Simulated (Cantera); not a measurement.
Adiabatic ignition

An adiabatic, constant-volume homogeneous reactor starts with 6.17 % CH4, 12.3 % O2, 81.5 % N2, equivalence ratio 1.0, at 1475 K and 1100000 Pa.

Model: GRI-Mech 3.0 (53 species, 325 reactions), integrated in Cantera.

```json
[
 {"t (s)": "1.00e-6", "T (K)": "1475", "P (bar)": "11.0", "x CH4": "0.0617", "x O2": "0.123", "x NO2": "<1e-12", "x CH2O": "7.55e-9", "x C2H6": "2.68e-11", "x CO2": "<1e-12"},
 {"t (s)": "3.16e-6", "T (K)": "1475", "P (bar)": "11.0", "x CH4": "0.0617", "x O2": "0.123", "x NO2": "<1e-12", "x CH2O": "8.56e-8", "x C2H6": "1.02e-9", "x CO2": "7.85e-12"},
 {"t (s)": "1.00e-5", "T (K)": "1475", "P (bar)": "11.0", "x CH4": "0.0617", "x O2": "0.123", "x NO2": "<1e-12", "x CH2O": "1.15e-6", "x C2H6": "5.20e-8", "x CO2": "3.30e-10"},
 {"t (s)": "3.16e-5", "T (K)": "1475", "P (bar)": "11.0", "x CH4": "0.0617", "x O2": "0.123", "x NO2": "<1e-12", "x CH2O": "1.92e-5", "x C2H6": "3.87e-6", "x CO2": "2.17e-8"},
 {"t (s)": "0.000100", "T (K)": "1477", "P (bar)": "11.0", "x CH4": "0.0612", "x O2": "0.123", "x NO2": "<1e-12", "x CH2O": "0.000198", "x C2H6": "9.90e-5", "x CO2": "6.41e-7"},
 {"t (s)": "0.000316", "T (K)": "1544", "P (bar)": "11.5", "x CH4": "0.0516", "x O2": "0.116", "x NO2": "1.45e-11", "x CH2O": "0.00192", "x C2H6": "0.00132", "x CO2": "9.25e-5"},
 {"t (s)": "0.00100", "T (K)": "2793", "P (bar)": "21.1", "x CH4": "<1e-12", "x O2": "0.00671", "x NO2": "3.53e-6", "x CH2O": "9.21e-10", "x C2H6": "<1e-12", "x CO2": "0.0436"},
 {"t (s)": "0.00316", "T (K)": "2793", "P (bar)": "21.1", "x CH4": "<1e-12", "x O2": "0.00665", "x NO2": "3.62e-6", "x CH2O": "9.24e-10", "x C2H6": "<1e-12", "x CO2": "0.0436"},
 {"t (s)": "0.0100", "T (K)": "2793", "P (bar)": "21.1", "x CH4": "<1e-12", "x O2": "0.00665", "x NO2": "3.62e-6", "x CH2O": "9.24e-10", "x C2H6": "<1e-12", "x CO2": "0.0436"},
 {"t (s)": "0.0316", "T (K)": "2793", "P (bar)": "21.1", "x CH4": "<1e-12", "x O2": "0.00665", "x NO2": "3.62e-6", "x CH2O": "9.24e-10", "x C2H6": "<1e-12", "x CO2": "0.0436"},
 {"t (s)": "0.100", "T (K)": "2793", "P (bar)": "21.1", "x CH4": "<1e-12", "x O2": "0.00665", "x NO2": "3.62e-6", "x CH2O": "9.24e-10", "x C2H6": "<1e-12", "x CO2": "0.0436"},
 {"t (s)": "0.316", "T (K)": "2793", "P (bar)": "21.1", "x CH4": "<1e-12", "x O2": "0.00665", "x NO2": "3.62e-6", "x CH2O": "9.24e-10", "x C2H6": "<1e-12", "x CO2": "0.0436"},
 {"t (s)": "1.00", "T (K)": "2793", "P (bar)": "21.1", "x CH4": "<1e-12", "x O2": "0.00665", "x NO2": "3.62e-6", "x CH2O": "9.24e-10", "x C2H6": "<1e-12", "x CO2": "0.0436"}
]
```
x: mole fraction; the columns are a selection and need not sum to one.

```
Property                                                             Value
---------------------------------  ---------------------------------------
time of steepest temperature rise                                 0.356 ms
temperature at 1.00 s                                               2793 K
equilibrium temperature                                             2793 K
x(CH4) at 1.00 s                     <1e-12 (gas-phase equilibrium <1e-12)
x(O2) at 1.00 s                    0.00665 (gas-phase equilibrium 0.00665)
x(NO2) at 1.00 s                   3.62e-6 (gas-phase equilibrium 3.62e-6)
```
